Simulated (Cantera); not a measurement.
A freely propagating, adiabatic, planar premixed flame of CO : H2 : O2 : N2 = 1 : 0.56 : 1.04 : 3.91 (molar parts), unburnt at 550 K and 5.00 bar; mixture-averaged transport, grid criteria slope 0.08 and curve 0.16, no radiation.

Detailed kinetics in Cantera: GRI-Mech 3.0 (53 species, 325 reactions). The hydrogen kinetics of GRI-Mech 3.0 are dated; newer H2 mechanisms differ, most at raised pressure. Burning velocities carry a grid error of a few per cent, more on coarse grids.

Q: What does this change do: inlet temperature 550 to 625 K?

A: 
| quantity | before | after |
|---|---|---|
| laminar burning velocity | 119 cm/s | 162 cm/s |
| thermal thickness | 0.0999 mm | 0.0999 mm |
| peak x(HO2) | 0.000548 | 0.000549 |
| peak x(H2O2) | 0.000116 | 0.000101 |

Q: What does this change do: H2 0.56 to 0.42 parts?

A: 
```csv
quantity,before,after
laminar burning velocity,119 cm/s,89.6 cm/s
thermal thickness,0.0999 mm,0.115 mm
peak x(HO2),0.000548,0.000458
peak x(H2O2),0.000116,0.000114
```
